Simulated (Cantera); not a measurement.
A perfectly stirred reactor is fed with CH4 : CO2 = 1 : 0.7 (molar parts), at 9.87 atm; it is held at 2100 K, and followed from long to short residence time.

Detailed kinetics in Cantera: GRI-Mech 3.0 (53 species, 325 reactions).

Q: What does this change do: CO2 0.7 to 0.19 parts?

A: 
```
quantity                 before     after
----------------------  -------  --------
x(CH4) at τ = 5.60 s    0.00686    0.0183
x(CO2) at τ = 5.60 s    4.38e-5   2.72e-6
x(HO2) at τ = 5.60 s     <1e-12    <1e-12
x(C2H2) at τ = 5.60 s    0.0402     0.160
x(C2H6) at τ = 5.60 s   1.56e-6   9.12e-6
x(CH4) at τ = 91.0 ms   0.00960    0.0198
x(CO2) at τ = 91.0 ms   0.00202  0.000145
x(HO2) at τ = 91.0 ms    <1e-12    <1e-12
x(C2H2) at τ = 91.0 ms   0.0462     0.161
x(C2H6) at τ = 91.0 ms  2.67e-6   1.02e-5
```
GRI-Mech 3.0 stops at C3 and has no aromatics, soot or wall deposition, so with more carbon than oxygen in the feed, carbon stays in small species such as C2H2 where larger ones or solid carbon would form.
